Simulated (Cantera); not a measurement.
Mixture: CH4 : O2 : N2 = 1 : 4.35 : 16.3 (molar parts), equivalence ratio 0.46, at 5330 Torr, adiabatic and at constant volume. Ignition delay is the time to a rise of 400 K.

Detailed kinetics in Cantera: GRI-Mech 3.0 (53 species, 325 reactions).

**Question.** What does this change do: pressure from 5330 Torr to 323 Torr?

**Answer.** 
| quantity | before | after |
|---|---|---|
| delay at 1225 K | 3.42 ms | 40.4 ms |
| delay at 1425 K | 0.368 ms | 3.53 ms |
| delay at 1625 K | 62.6 µs | 0.679 ms |
| delay at 1825 K | 15.9 µs | 0.201 ms |
| delay at 2025 K | 5.50 µs | 76.6 µs |
| apparent activation energy between 1825 and 2025 K | 160 kJ/mol | 150 kJ/mol |
